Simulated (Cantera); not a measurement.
## Thermodynamics of carbothermic reduction, feed Cu2O + CO + C

Charge: 1 mol Cu2O, 1.2 mol CO, 2 mol C, equilibrated at 39.0 Torr.

These are equilibrium values from Cantera (NASA tables, ideal gas, pure condensed phases), not measurements of a reactor. Candidate condensed phases: C, Cu, CuO, Cu2O; 15 gas species. Rates play no part.

| T (K) | x CO | x Cu | x Cu2 | x CO2 | x C3 | x C2O | x C | n C(graphite) | n Cu(s) | n Cu(l) |
|---|---|---|---|---|---|---|---|---|---|---|
| 1198 | 0.999 | 2.23e-7 | 6.20e-12 | 0.00101 | <1e-12 | <1e-12 | <1e-12 | 1.00 | 2.00 | 0 |
| 1348 | 1.000 | 9.01e-6 | 1.16e-9 | 0.000155 | <1e-12 | <1e-12 | <1e-12 | 1.00 | 2.00 | 0 |
| 1498 | 1.000 | 0.000153 | 5.92e-8 | 3.51e-5 | <1e-12 | <1e-12 | <1e-12 | 1.00 | 0 | 2.00 |
| 1648 | 0.998 | 0.00152 | 1.41e-6 | 1.05e-5 | <1e-12 | 1.09e-11 | <1e-12 | 1.00 | 0 | 2.00 |
| 1798 | 0.990 | 0.0102 | 1.93e-5 | 3.85e-6 | 2.07e-12 | 1.27e-10 | 4.61e-12 | 1.00 | 0 | 1.98 |
| 1948 | 0.949 | 0.0504 | 0.000173 | 1.55e-6 | 1.43e-10 | 9.76e-10 | 1.85e-10 | 1.00 | 0 | 1.88 |
| 2098 | 0.802 | 0.197 | 0.00112 | 5.48e-7 | 5.31e-9 | 4.92e-9 | 4.38e-9 | 1.00 | 0 | 1.45 |
x: gas mole fraction; n: condensed amount in mol.

From 1198 K to 1348 K the condensed part is C(graphite) + Cu(s). From 1498 K to 2098 K the condensed part is C(graphite) + Cu(l). The main Cu-bearing gas is Cu throughout.
